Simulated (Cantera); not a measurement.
A freely propagating, adiabatic, planar premixed flame of H2 : O2 : N2 = 1 : 0.926 : 3.48 (molar parts), equivalence ratio 0.54, unburnt at 550 K and 1.00 bar; mixture-averaged transport, grid criteria slope 0.08 and curve 0.16, no radiation.

Computed with Cantera and the H2/O2 subset of GRI-Mech 3.0, which has no nitrogen chemistry. Burning velocities carry a grid error of a few per cent, more on coarse grids. Lean hydrogen flames are cellular in practice and burn faster than this planar one.

x: mole fraction of selected species; z is measured from the peak of heat release.

| z (mm) | T (K) | u (m/s) | x H2 | x O2 | x HO2 | x H2O | x H | x OH |
|---|---|---|---|---|---|---|---|---|
| -1.23 | 550 | 2.81 | 0.185 | 0.171 | <1e-8 | <1e-8 | <1e-8 | <1e-8 |
| -0.818 | 550 | 2.81 | 0.185 | 0.171 | <1e-8 | 1.03e-7 | <1e-8 | <1e-8 |
| -0.613 | 550 | 2.81 | 0.184 | 0.171 | 1.15e-7 | 1.21e-6 | <1e-8 | <1e-8 |
| -0.409 | 551 | 2.80 | 0.182 | 0.172 | 4.65e-6 | 3.38e-5 | 2.00e-8 | <1e-8 |
| -0.204 | 610 | 3.03 | 0.159 | 0.174 | 0.000295 | 0.00465 | 0.000111 | 8.62e-5 |
| -0.102 | ? | 4.09 | ? | 0.167 | ? | ? | ? | ? |
| 0 | 1175 | 5.59 | 0.0645 | 0.139 | 0.000114 | 0.0929 | 0.00972 | 0.00247 |
| 0.102 | 1418 | 6.71 | 0.0254 | 0.107 | 6.99e-5 | 0.147 | 0.0137 | 0.00597 |
| 0.204 | 1553 | 7.32 | 0.0124 | 0.0934 | 5.01e-5 | 0.169 | 0.0117 | 0.00807 |
| 0.409 | 1688 | 7.92 | 0.00716 | 0.0882 | 3.35e-5 | 0.181 | 0.00675 | 0.00903 |
| 0.818 | 1794 | 8.37 | ? | 0.0870 | ? | 0.189 | ? | ? |
| 1.64 | 1861 | 8.64 | 0.00199 | 0.0871 | 9.81e-6 | 0.195 | 0.000811 | 0.00613 |
| 3.27 | 1895 | 8.78 | 0.000743 | 0.0876 | 4.20e-6 | 0.198 | 0.000179 | 0.00393 |

Some entries are withheld; supply them.


- -0.102, T (K): 843
- -0.102, x H2: 0.120
- -0.102, x HO2: 0.000213
- -0.102, x H2O: 0.0321
- -0.102, x H: 0.00237
- -0.102, x OH: 0.000665
- 0.818, x H2: 0.00426
- 0.818, x HO2: 1.99e-5
- 0.818, x H: 0.00277
- 0.818, x OH: 0.00818
